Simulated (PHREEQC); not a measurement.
# Metal-bearing waste water

Consider water at 8.6 °C with 0.059 mol CuSO4, 0.00034 mol NiCl2, 4.6e-05 mol NaHCO3 and 4.5e-05 mol NaCl per kg of water. Closed to the air; pH follows from the charge balance.

Model: ion-association model, wateq4f.dat, run in PHREEQC.

Each row changes one thing in this solution. No solid was allowed to form.

```json
[
 {"case": "as made", "pH": "4.91", "ionic strength (mol/kgw)": "0.135", "Cu+2 (mol/kgw)": "0.0334", "CuSO4 (mol/kgw)": "0.0255", "Ni+2 (mol/kgw)": "0.000204", "Na+ (mol/kgw)": "8.66e-5", "SI of Tenorite (CuO)": "-0.35", "SI of Atacamite (Cu2(OH)3Cl)": "-0.47"},
 {"case": "0.0073 mol/kgw H2SO4 added", "pH": "2.20", "ionic strength (mol/kgw)": "0.144", "Cu+2 (mol/kgw)": "[?]", "CuSO4 (mol/kgw)": "[?]", "Ni+2 (mol/kgw)": "0.000206", "Na+ (mol/kgw)": "8.65e-5", "SI of Tenorite (CuO)": "-5.78", "SI of Atacamite (Cu2(OH)3Cl)": "-8.63"},
 {"case": "NaCl left out", "pH": "4.91", "ionic strength (mol/kgw)": "0.135", "Cu+2 (mol/kgw)": "0.0334", "CuSO4 (mol/kgw)": "0.0255", "Ni+2 (mol/kgw)": "0.000204", "Na+ (mol/kgw)": "4.37e-5", "SI of Tenorite (CuO)": "-0.35", "SI of Atacamite (Cu2(OH)3Cl)": "-0.50"},
 {"case": "0.01 mol/kgw Ca(HCO3)2 added", "pH": "5.95", "ionic strength (mol/kgw)": "0.141", "Cu+2 (mol/kgw)": "0.0244", "CuSO4 (mol/kgw)": "0.0192", "Ni+2 (mol/kgw)": "[?]", "Na+ (mol/kgw)": "[?]", "SI of Tenorite (CuO)": "+1.58", "SI of Atacamite (Cu2(OH)3Cl)": "+2.35"},
 {"case": "NaHCO3 from 4.6e-05 to 0.00023 mol/kgw", "pH": "5.15", "ionic strength (mol/kgw)": "0.135", "Cu+2 (mol/kgw)": "0.0333", "CuSO4 (mol/kgw)": "0.0254", "Ni+2 (mol/kgw)": "0.000204", "Na+ (mol/kgw)": "[?]", "SI of Tenorite (CuO)": "+0.12", "SI of Atacamite (Cu2(OH)3Cl)": "+0.23"}
]
```

Q: Complete the blanks.

A: 
- 0.0073 mol/kgw H2SO4 added, Cu+2 (mol/kgw): 0.0338
- 0.0073 mol/kgw H2SO4 added, CuSO4 (mol/kgw): 0.0252
- 0.01 mol/kgw Ca(HCO3)2 added, Ni+2 (mol/kgw): 0.000178
- 0.01 mol/kgw Ca(HCO3)2 added, Na+ (mol/kgw): 8.63e-5
- NaHCO3 from 4.6e-05 to 0.00023 mol/kgw, Na+ (mol/kgw): 0.000262

Complexes and solids missing from the database can't appear. Some of these states are supersaturated (in Malachite, Atacamite, for instance). In wateq4f.dat the enthalpy of Ni(OH)2 has the wrong sign, so its saturation index can't be trusted away from 25 °C. At this temperature some constants are extrapolated from 25 °C, and those without enthalpy data are left unchanged.
